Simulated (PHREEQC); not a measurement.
1 kg of water meets 20 L of dry gas (CO2 0.27, H2 0.73 by moles) at fixed total pressure, at 25 °C; fugacities by Peng-Robinson. The gases take part in no redox reaction, some water evaporates into the gas, and hydrates or a liquid gas phase aren't modelled. Nothing may precipitate in this run.

All values are PHREEQC results (ion-association model, phreeqc.dat), not measurements.

Question: Predict dissolved CO2 (all carbonate carbon) (mol/kgw) at P (atm) = 1, 7.5.

Answer: 
| P (atm) | dissolved CO2 (all carbonate carbon) (mol/kgw) |
|---|---|
| 1 | 0.00868 |
| 7.5 | 0.0647 |
